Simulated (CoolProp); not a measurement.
Vapour pressure (kPa) of dimethyl carbonate: the reference equation beside estimates from Tc = 557.0 K, pc = 4909 kPa, ω = 0.346.

The numbers come from the reference Helmholtz-energy equation of state, Zhou 2011 in CoolProp.

```tsv
T (K)	reference	Lee-Kesler	van der Waals	Redlich-Kwong	Peng-Robinson
378.8	162.3	161.3	847.8	334.8	161.7
390.6	225.4	225.6	993.0	435.8	225.0
402.4	306.2	308.3	1154	557.1	306.5
414.2	407.5	412.5	1330	700.8	409.1
426	532.9	541.4	1523	868.9	536.6
437.8	685.6	698.7	1733	1063	692.7
449.6	869.6	887.9	1961	1286	881.3
461.4	1089	1113	2207	1539	1107
473.3	1350	1380	2473	1826	1376
485.1	1654	1690	2756	2145	1689
496.9	2007	2050	3058	2499	2053
508.7	2417	2465	3380	2890	2473
520.5	2892	2942	3722	3320	2956
532.3	3440	3490	4084	3789	3507
544.1	4078	4118	4467	4301	4132
```

Absolute difference from the reference over all 15 rows, mean and median: Lee-Kesler 1.5 and 1.7 %, van der Waals 142.1 and 102.7 %, Redlich-Kwong 46.7 and 41.3 %, Peng-Robinson 1.3 and 1.3 %.
